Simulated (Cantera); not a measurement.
Charge: 1 mol SiC, 0.12 mol CO2, 11 mol H2, at 2048 K and 500 Pa.

Cantera equilibrium calculation (NASA polynomials, part measured and part estimated; ideal gas, pure solids and liquids). Candidate condensed phases: C, C6H6, C7H8, C8H18, H2O, Si, SiC, SiO2; 123 gas species. Gases not in the tables: Si2H6 and higher silanes. Equilibrium is a limit: real reactors are often held back by kinetics, nucleation or transport.

Base state: H2 0.944, H 0.0308, CO 0.0178, Si 0.00403, SiO 0.00310, SiH 0.000168, Si2C 0.000135, C2H2 (acetylene) 5.91e-5 (mole fractions); condensed: SiC(s).

What changes in the equilibrium state with this change: SiC replaced by Si3N4?


```tsv
species	before	after
H2	0.944	0.791
N2	0	0.146
H	0.0308	0.0282
CO	0.0178	0.00511
SiO	0.00310	0.0125
Si	0.00403	0.0151
HCN	0	0.000393
Si2N	0	0.000120
SiN	0	9.51e-5
HNC	0	2.43e-5
SiC(s), mol	0.912	0.0375
Si(l), mol	0	2.55
```
Mutual solubility and eutectic melting of coexisting phases are not modelled. The tables' values for SiN are old estimates; treat these amounts as uncertain. Further candidate phases: Si2N2O, Si3N4.
